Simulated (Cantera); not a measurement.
# Thermodynamics of chemical vapour transport, feed Si + H2O + N2 + HCl

Input: 1 mol Si, 0.42 mol H2O, 1.7 mol N2, 0.64 mol HCl, at 9.80 bar.

Equilibrium computed with Cantera from the NASA thermochemical tables; the gas is ideal and each condensed phase is pure. Candidate condensed phases: H2O, NH4Cl, Si, SiO2, Si2N2O, Si3N4; 47 gas species. N2 is the only nitrogen source here; it is nearly inert below about 1500 K, so the nitride shown seldom forms there in practice. Mutual solubility and eutectic melting of coexisting phases are not modelled. The tables' values for SiCl3 are old estimates; treat these amounts as uncertain. Kinetics and transport are ignored.

From 823 K to 1723 K the condensed part is Si2N2O(s) + Si3N4(s). The main Si-bearing gas is SiCl4 throughout. The share of Si in condensed phases is highest at 1523 K (96.3 %) and lowest at 823 K (93.3 %).

```json
[
 {"T (K)": "823", "log p N2": "0.73", "log p H2": "0.39", "log p HCl": "0.22", "log p SiCl4": "-0.53", "log p SiCl3": "-6.43", "n Si2N2O(s)": "0.420", "n Si3N4(s)": "0.0310"},
 {"T (K)": "923", "log p N2": "0.73", "log p H2": "0.37", "log p HCl": "0.26", "log p SiCl4": "-0.59", "log p SiCl3": "-5.33", "n Si2N2O(s)": "0.420", "n Si3N4(s)": "0.0338"},
 {"T (K)": "1023", "log p N2": "0.73", "log p H2": "0.36", "log p HCl": "0.28", "log p SiCl4": "-0.64", "log p SiCl3": "-4.45", "n Si2N2O(s)": "0.420", "n Si3N4(s)": "0.0360"},
 {"T (K)": "1123", "log p N2": "0.73", "log p H2": "0.35", "log p HCl": "0.30", "log p SiCl4": "-0.69", "log p SiCl3": "-3.73", "n Si2N2O(s)": "0.420", "n Si3N4(s)": "0.0377"},
 {"T (K)": "1223", "log p N2": "0.72", "log p H2": "0.35", "log p HCl": "0.32", "log p SiCl4": "-0.74", "log p SiCl3": "-3.14", "n Si2N2O(s)": "0.420", "n Si3N4(s)": "0.0391"},
 {"T (K)": "1323", "log p N2": "0.72", "log p H2": "0.34", "log p HCl": "0.33", "log p SiCl4": "-0.78", "log p SiCl3": "-2.64", "n Si2N2O(s)": "0.420", "n Si3N4(s)": "0.0401"},
 {"T (K)": "1423", "log p N2": "0.72", "log p H2": "0.34", "log p HCl": "0.34", "log p SiCl4": "-0.83", "log p SiCl3": "-2.22", "n Si2N2O(s)": "0.420", "n Si3N4(s)": "0.0407"},
 {"T (K)": "1523", "log p N2": "0.72", "log p H2": "0.33", "log p HCl": "0.34", "log p SiCl4": "-0.88", "log p SiCl3": "-1.86", "n Si2N2O(s)": "0.420", "n Si3N4(s)": "0.0409"},
 {"T (K)": "1623", "log p N2": "0.72", "log p H2": "0.33", "log p HCl": "0.34", "log p SiCl4": "-0.94", "log p SiCl3": "-1.57", "n Si2N2O(s)": "0.420", "n Si3N4(s)": "0.0402"},
 {"T (K)": "1723", "log p N2": "0.72", "log p H2": "0.33", "log p HCl": "0.33", "log p SiCl4": "-1.04", "log p SiCl3": "-1.34", "n Si2N2O(s)": "0.420", "n Si3N4(s)": "0.0381"}
]
```
log p: log10 of the partial pressure in bar; n: condensed amount in mol.
